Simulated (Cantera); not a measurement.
Feed: 1 mol Si, 0.1 mol H2O, 46 mol N2, at 1823 K.

These are equilibrium values from Cantera (NASA tables, ideal gas, pure condensed phases), not measurements of a reactor. Candidate condensed phases: H2O, Si, SiO2, Si2N2O, Si3N4; 35 gas species. Mutual solubility and eutectic melting of coexisting phases are not modelled. The numbers say what is thermodynamically allowed, not how fast it happens.

**Question.** Which condensed phases are stable at each of these points (P (Pa)): 0.100, 0.600, 3.60, 22, 130, 770, 4600, 28000, 170000, 1000000?

**Answer.** 
```tsv
P (Pa)	condensed phases	Si condensed (%)
0.100	gas only	0.0
0.600	gas only	0.0
3.60	gas only	0.0
22	gas only	0.0
130	Si(l)	73.0
770	Si(l)	86.9
4600	Si3N4(s)	89.8
28000	Si2N2O(s) + Si3N4(s)	97.3
170000	Si2N2O(s) + Si3N4(s)	99.8
1000000	Si2N2O(s) + Si3N4(s)	100.0
```

From 0.100 Pa to 22.0 Pa nothing is condensed. From 130 Pa to 770 Pa the condensed part is Si(l). At 4600 Pa the condensed part is Si3N4(s). From 28000 Pa to 1000000 Pa the condensed part is Si2N2O(s) + Si3N4(s).
